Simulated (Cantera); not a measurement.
## Pb + H2 (iron carbonyl, mercury and lead vapours)

A closed system holds: 1 mol Pb, 9.1 mol H2.

Method: chemical equilibrium by Gibbs-energy minimisation in Cantera with the NASA 1993 tables (ideal gas, pure condensed phases). Candidate condensed phases: Pb; 4 gas species. Equilibrium is a limit: real reactors are often held back by kinetics, nucleation or transport.

### Question
Map the stable condensed phases over T = 725, 825, 925, 1025, 1125, 1225, 1325, 1425, 1525 K and P in Pa = 10, 68, 460, 3200, 22000, 150000, 1000000.

### Answer
```
T in K \ P in Pa
              10      68     460    3200   22000  150000 1000000
   1525        A       A       A       A       A       B       B
   1425        A       A       A       A       B       B       B
   1325        A       A       A       A       B       B       B
   1225        A       A       A       B       B       B       B
   1125        A       A       B       B       B       B       B
   1025        A       B       B       B       B       B       B
    925        B       B       B       B       B       B       B
    825        B       B       B       B       B       B       B
    725        B       B       B       B       B       B       B
```
A: gas only; B: Pb.
